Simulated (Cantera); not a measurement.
Input: 1 mol acetone, 0.35 mol H2O, 23 mol H2, held at 11.0 bar.

Equilibrium computed with Cantera from the NASA thermochemical tables; the gas is ideal and each condensed phase is pure. Candidate condensed phases: C, C6H6, C7H8, C8H18, H2O; 110 gas species. The feed counts by its element totals alone. Rates play no part.

Question: Which condensed phases are stable at each of these points (T (K)): 1125, 1325, 1525, 1725, 1925, 2125, 2325, 2525?

Answer: 
```tsv
T (K)	condensed phases	C condensed (%)
1125	gas only	0.0
1325	C(graphite)	7.2
1525	C(graphite)	36.1
1725	C(graphite)	46.1
1925	C(graphite)	49.4
2125	C(graphite)	49.1
2325	C(graphite)	44.4
2525	C(graphite)	32.4
```

At 1125 K nothing is condensed. From 1325 K to 2525 K the condensed part is C(graphite).
